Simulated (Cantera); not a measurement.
A Cantera script and its output.

```python
import numpy as np
import cantera as ct

gas = ct.Solution("gri30.yaml")


def delay(T, t_max=10):
    gas.TPX = T, 500000, {'CH3OH': 1, 'O2': 2.88, 'N2': 10.8}
    reactor = ct.IdealGasReactor(gas, clone=False)
    net = ct.ReactorNet([reactor])
    net.rtol, net.atol = 1e-8, 1e-16
    while net.time < t_max:
        t_old, T_old = net.time, reactor.T
        net.step()
        if reactor.T > T + 400:  # ignition: a rise of 400 K
            return t_old + (T + 400 - T_old) / (reactor.T - T_old) * (net.time - t_old)
    return np.nan


taus = []
for T in [1000, 1050, 1100, 1150, 1200, 1250, 1300, 1350]:
    taus.append(delay(T))
    print(f"T0 = {T:6g} K   tau = {taus[-1]:.4e} s")
```

It prints:

```
T0 =   1000 K   tau = 1.6075e-01 s
T0 =   1050 K   tau = 5.0480e-02 s
T0 =   1100 K   tau = 1.7588e-02 s
T0 =   1150 K   tau = 6.7280e-03 s
T0 =   1200 K   tau = 2.8010e-03 s
T0 =   1250 K   tau = 1.2600e-03 s
T0 =   1300 K   tau = 6.0881e-04 s
T0 =   1350 K   tau = 3.1431e-04 s
```

Computed with Cantera and GRI-Mech 3.0 (53 species, 325 reactions). GRI-Mech 3.0 was tuned for natural gas; its chemistry of methanol as a main component is partial and can be far from experiment.
